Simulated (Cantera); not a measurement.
A perfectly stirred reactor is fed with C₂H₆ : O₂ : N₂ : CO₂ = 1 : 3.18 : 19.7 : 3 (molar parts), equivalence ratio 1.1, at 750 Torr; it is adiabatic with a 500 K inlet, and is followed from long to short residence time, starting on the burning branch (τ in s: 0.023, 0.0095, 0.0039, 0.0016, 0.00065, 0.00027, 0.00011, 4.5e-05, 1.8e-05).

Model: GRI-Mech 3.0 (53 species, 325 reactions), integrated in Cantera.

**Question.** What does this change do: C2H6 1 to 1.5 parts?

**Answer.** 
| quantity | before | after |
|---|---|---|
| blow-out, bracketed by the residence times tried | burning at 1.60 ms, out at 0.650 ms | burning at 23.0 ms, out at 9.50 ms |
| x(C₂H₆) at τ = 23.0 ms | 5.54e-6 | 0.000475 |
| x(O₂) at τ = 23.0 ms | 0.00248 | 0.00723 |
| x(CO₂) at τ = 23.0 ms | 0.156 | 0.113 |
| x(CH₃) at τ = 23.0 ms | 7.37e-6 | 0.000164 |
| x(H₂O₂) at τ = 23.0 ms | 1.14e-7 | 9.07e-8 |
| x(C₂H₆) at τ = 0.650 ms | 0.0372 | 0.0548 |
| x(O₂) at τ = 0.650 ms | 0.118 | 0.116 |
| x(CO₂) at τ = 0.650 ms | 0.112 | 0.110 |
| x(CH₃) at τ = 0.650 ms | <1e-12 | <1e-12 |
| x(H₂O₂) at τ = 0.650 ms | <1e-12 | <1e-12 |

**Question.** What does this change do: C2H6 1 to 0.77 parts?

**Answer.** 
```csv
quantity,before,after
"blow-out, bracketed by the residence times tried","burning at 1.60 ms, out at 0.650 ms","burning at 1.60 ms, out at 0.650 ms"
x(C₂H₆) at τ = 23.0 ms,5.54e-6,7.01e-6
x(O₂) at τ = 23.0 ms,0.00248,0.0201
x(CO₂) at τ = 23.0 ms,0.156,0.163
x(CH₃) at τ = 23.0 ms,7.37e-6,3.00e-6
x(H₂O₂) at τ = 23.0 ms,1.14e-7,2.38e-7
x(C₂H₆) at τ = 0.650 ms,0.0372,0.0289
x(O₂) at τ = 0.650 ms,0.118,0.119
x(CO₂) at τ = 0.650 ms,0.112,0.113
x(CH₃) at τ = 0.650 ms,<1e-12,<1e-12
x(H₂O₂) at τ = 0.650 ms,<1e-12,<1e-12
```
